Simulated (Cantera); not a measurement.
A Cantera script and its output.

```python
import numpy as np
import cantera as ct

gas = ct.Solution("gri30.yaml")
gas.TPX = 1975, 10000, {'NO': 1, 'N2': 4.6}
reactor = ct.IdealGasConstPressureReactor(gas, energy="off", clone=False)
net = ct.ReactorNet([reactor])
net.rtol, net.atol = 1e-08, 1e-18
show = ['NO', 'NO2', 'O2', 'N2', 'N2O']
times = np.geomspace(1e-06, 300, 9)

steps = ct.SolutionArray(gas, extra=["t"])
rows = []
print(f"{'t/s':>10s}{'T/K':>9s}{'P/Pa':>11s}" + "".join(f"{s:>11s}" for s in show))
for t in times:
    while net.time < t:
        t_next = net.step()
        steps.append(gas.state, t=t_next)
    rows.append([np.interp(t, steps.t, y) for y in (steps.T, steps.P, *steps(*show).X.T)])
    print(f"{t:10.3e}{rows[-1][0]:9.1f}{rows[-1][1]:11.4g}" + "".join(f"{x:11.3e}" for x in rows[-1][2:]))
rate = np.gradient(steps.T, steps.t)
print("integrator steps:", len(steps.t))
if steps.T.max() > steps.T[0] + 200:
    print(f"time of steepest temperature rise: {steps.t[rate.argmax()]:.4e} s")
gas.TPX = 1975, 10000, {'NO': 1, 'N2': 4.6}
gas.equilibrate("TP")
print(f"equilibrium (TP): T = {gas.T:.1f} K  " + "  ".join(f"{s} {gas[s].X[0]:.3e}" for s in show))
```

Result:

```
       t/s      T/K       P/Pa         NO        NO2         O2         N2        N2O
 1.000e-06   1975.0      1e+04  1.786e-01  2.445e-13  3.693e-14  8.214e-01  3.082e-09
 1.147e-05   1975.0      1e+04  1.786e-01  3.205e-11  4.863e-12  8.214e-01  3.532e-08
 1.316e-04   1975.0      1e+04  1.786e-01  4.043e-09  6.457e-10  8.214e-01  4.001e-07
 1.510e-03   1975.0      1e+04  1.786e-01  3.388e-07  8.979e-08  8.214e-01  3.991e-06
 1.732e-02   1975.0      1e+04  1.784e-01  7.389e-06  2.242e-05  8.215e-01  1.403e-05
 1.987e-01   1975.0      1e+04  1.764e-01  1.258e-05  1.005e-03  8.225e-01  1.365e-05
 2.280e+00   1975.0      1e+04  1.498e-01  2.315e-05  1.424e-02  8.357e-01  9.370e-06
 2.615e+01   1975.0      1e+04  1.433e-02  5.081e-06  8.184e-02  9.033e-01  1.593e-07
 3.000e+02   1975.0      1e+04  4.942e-03  1.802e-06  8.653e-02  9.080e-01  9.453e-08
integrator steps: 988
equilibrium (TP): T = 1975.0 K  NO 4.942e-03  NO2 1.802e-06  O2 8.653e-02  N2 9.080e-01  N2O 9.453e-08
```

Model: GRI-Mech 3.0 (53 species, 325 reactions), integrated in Cantera.
